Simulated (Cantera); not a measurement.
Cantera run, input and output.

```python
import numpy as np
import cantera as ct

surf = ct.Interface("ptcombust.yaml", "Pt_surf")
gas = surf.adjacent["gas"]
gas.TPX = 300, 23000, {'H2': 0.034, 'O2': 0.067, 'N2': 0.79}
jet = ct.ImpingingJet(gas=gas, width=0.031, surface=surf)
jet.inlet.mdot, jet.inlet.T, jet.inlet.X = 0.034, 300, {'H2': 0.034, 'O2': 0.067, 'N2': 0.79}
jet.set_refine_criteria(ratio=10, slope=0.2, curve=0.3)
show, cover = ['H2', 'O2', 'H2O', 'OH'], ["PT(S)", "H(S)", "O(S)", "OH(S)", "CO(S)", "C(S)"]

rows = []
print(f"{'Ts/K':>7s}" + "".join(f"{s:>11s}" for s in show + cover) + "   (gas at the wall, coverages)")
for i, Ts in enumerate([700, 750, 800, 850, 900, 950, 1000]):
    jet.surface.T = Ts
    if i == 0:
        surf.TP = Ts, 23000
        surf.coverages = "PT(S):0.5, O(S):0.5"
        surf.advance_coverages(1.0)
        jet.set_initial_guess(products="inlet")
    jet.solve(loglevel=0, auto=(i == 0))
    rows.append([*(jet.X[gas.species_index(s), -1] for s in show), *surf[cover].coverages])
    print(f"{Ts:7g}" + "".join(f"{x:11.3e}" for x in rows[-1]))
```

Result:

```
   Ts/K         H2         O2        H2O         OH      PT(S)       H(S)       O(S)      OH(S)      CO(S)       C(S)   (gas at the wall, coverages)
    700  1.312e-03  3.617e-02  7.012e-02  1.037e-10  6.950e-02  8.891e-09  9.242e-01  6.310e-03 -3.116e-19 -5.458e-25
    750  1.166e-03  3.614e-02  6.998e-02  6.528e-10  8.185e-02  1.751e-08  9.132e-01  4.940e-03  4.025e-19  7.435e-24
    800  8.993e-04  3.596e-02  7.012e-02  3.041e-09  1.104e-01  4.106e-08  8.854e-01  4.253e-03  2.418e-19  2.873e-24
    850  6.644e-04  3.580e-02  7.025e-02  1.115e-08  1.558e-01  1.007e-07  8.404e-01  3.828e-03  4.966e-17  1.141e-23
    900  5.103e-04  3.571e-02  7.027e-02  3.406e-08  2.126e-01  2.285e-07  7.840e-01  3.446e-03  3.540e-18  5.769e-23
    950  4.076e-04  3.567e-02  7.021e-02  9.371e-08  2.760e-01  4.698e-07  7.210e-01  3.072e-03  1.564e-20 -1.969e-28
   1000  3.400e-04  3.567e-02  7.011e-02  2.332e-07  3.422e-01  8.817e-07  6.551e-01  2.712e-03 -1.207e-19 -5.697e-27
```

Cantera simulation using Deutschmann's 1995 Pt surface mechanism with GRI-Mech 3.0 gas chemistry; the numbers are that mechanism's predictions, not measurements. Catalytic surfaces can have several steady states; this one follows from the mechanism file's or the stated starting coverage.
